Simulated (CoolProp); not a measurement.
Vapour-liquid equilibrium of propylene (1) + isobutane (2) at 1490 kPa; x and y are mole fractions of (1).

Values from CoolProp's multi-fluid Helmholtz-energy mixture model, Lemmon 2013 and Bücker 2006; pair parameters Bell 2016.

Task: Give the bubble temperature and the first vapour's composition at x = 0.35, 0.5, 0.95. Is there an azeotrope?

Result: x = 0.35: 338.1 K, y = 0.498; x = 0.5: 331.9 K, y = 0.649; x = 0.95: 311.0 K, y = 0.983. No azeotrope shows between x = 0.05 and 0.95.

The pair parameters rest on a limited set of measurements; away from them the model extrapolates.
